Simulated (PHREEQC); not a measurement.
## Alkaline etch or developer: speciation

Make-up at 42 °C: 0.0011 mol NH3 and 0.0021 mol H3BO3 per kg of water. Closed to the air; pH follows from the charge balance.

Computed with PHREEQC (ion-association model, wateq4f.dat).

Each row changes one thing in this solution. This is a speciation only: nothing precipitates in the calculation.

```csv
case,pH,ionic strength (mol/kgw),H3BO3 (mol/kgw),NH4+ (mol/kgw),H2BO3- (mol/kgw),NH3 (mol/kgw)
as made,8.69,0.000600,0.00152,0.000600,0.000584,0.000500
NH3 from 0.0011 to 0.00165 mol/kgw,8.83,0.000762,0.00136,0.000762,0.000739,0.000888
0.00051 mol/kgw Na2SO4 added,8.68,0.00213,0.00151,0.000606,0.000593,0.000491
2.3e-05 mol/kgw NaHCO3 added,8.69,0.000624,0.00152,0.000600,0.000584,0.000500
0.0018 mol/kgw TMAH added,9.74,0.00191,0.000382,0.000107,0.00172,0.000993
```

Species that the database lacks are ignored. Away from 25 °C the constants follow the database's enthalpies or fits; those with neither stay at their 25 °C values.
